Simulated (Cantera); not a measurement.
Input: 1 mol Al, 1.4 mol H₂O, 840 mol H₂, equilibrated at 1800 K and 2.10 mbar.

These are equilibrium values from Cantera (NASA tables, ideal gas, pure condensed phases), not measurements of a reactor. Candidate condensed phases: Al, Al₂O₃, H₂O; 19 gas species. Kinetics and transport are ignored.

Base state: H₂ 0.992, H 0.00778, Al 0.000120, H₂O 9.42e-5, Al₂O 1.37e-5 (mole fractions); condensed: Al₂O₃(s).

Question: What changes in the equilibrium state with this change: temperature from 1800 K to 748.15 K?

Answer: 
| species | before | after |
|---|---|---|
| H₂ | 0.992 | 1.00 |
| H | 0.00778 | <1e-9 |
| Al | 0.000120 | <1e-9 |
| H₂O | 9.42e-5 | <1e-9 |
| Al₂O | 1.37e-5 | <1e-9 |
| Al₂O₃(s), mol | 0.435 | 0.467 |
| Al(s), mol | 0 | 0.0667 |

Question: What changes in the equilibrium state with this change: temperature from 1800 K to 750 K?

Answer: 
| species | before | after |
|---|---|---|
| H₂ | 0.992 | 1.00 |
| H | 0.00778 | <1e-9 |
| Al | 0.000120 | <1e-9 |
| H₂O | 9.42e-5 | <1e-9 |
| Al₂O | 1.37e-5 | <1e-9 |
| Al₂O₃(s), mol | 0.435 | 0.467 |
| Al(s), mol | 0 | 0.0667 |
